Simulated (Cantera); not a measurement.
Mixture: CO : H₂ : CH₄ : O₂ : N₂ = 1 : 0.073 : 0.18 : 0.69 : 2.59 (molar parts), at 25500 Torr, adiabatic and at constant volume. Ignition delay is the time to a rise of 400 K.

Computed with Cantera and GRI-Mech 3.0 (53 species, 325 reactions). The pressure lies above the range GRI-Mech 3.0 was tuned for (to about 10 atm).

What does this change do: O2 0.69 to 0.88 parts?


```csv
quantity,before,after
delay at 1250 K,0.113 ms,91.1 µs
delay at 1350 K,45.2 µs,34.7 µs
delay at 1450 K,21.2 µs,15.9 µs
delay at 1550 K,10.9 µs,8.21 µs
delay at 1650 K,6.02 µs,4.58 µs
apparent activation energy between 1550 and 1650 K,130 kJ/mol,120 kJ/mol
```

What does this change do: pressure from 25500 Torr to 750 Torr?


```csv
quantity,before,after
delay at 1250 K,0.113 ms,1.11 ms
delay at 1350 K,45.2 µs,0.524 ms
delay at 1450 K,21.2 µs,0.275 ms
delay at 1550 K,10.9 µs,0.160 ms
delay at 1650 K,6.02 µs,99.0 µs
apparent activation energy between 1550 and 1650 K,130 kJ/mol,100 kJ/mol
```
